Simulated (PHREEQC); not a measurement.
A PHREEQC input (ion-association model, phreeqc.dat):

```
SOLUTION 1
  temp 25
  units mol/kgw
  pH 6.44
  pe 8.8
  Na 1.73
  K 1.08
  Ca 0.5
  Mg 0.0726
  Cl 3.02
  S(6) 0.244 as SO4
  Alkalinity 2.7 as HCO3
  Pb 0.00393
  Li 0.000213
  Sr 0.0182
  O(0) 0.000732
END
USE solution 1
EQUILIBRIUM_PHASES 1
  Quartz 0 0.5
  CO2(g) -3.4 10
END
```

The run finishes without an error or a warning.

Its last state differs from that of the intended input:

| quantity | as run | intended |
|---|---|---|
| pH | 10.08 | 6.86 |
| ionic strength (mol/kgw) | 3.75 | 0.000153 |
| HCO3- (mol/kgw) | 0.106 | 4.42e-5 |
| CO2 (mol/kgw) | 5.71e-6 | 1.36e-5 |
| H3SiO4- (mol/kgw) | 0.000274 | 1.13e-7 |
| CO3-2 (mol/kgw) | 0.277 | 1.56e-8 |
| SI of Quartz (SiO2) | -0.00 | +0.00 |

Problem. One thing in the input isn't as intended. What explains the difference?

Solution. One answer among several that fit: The fault: the units line changed with the numbers kept. The line should read `units mg/kgw` where the input has `units mol/kgw`.
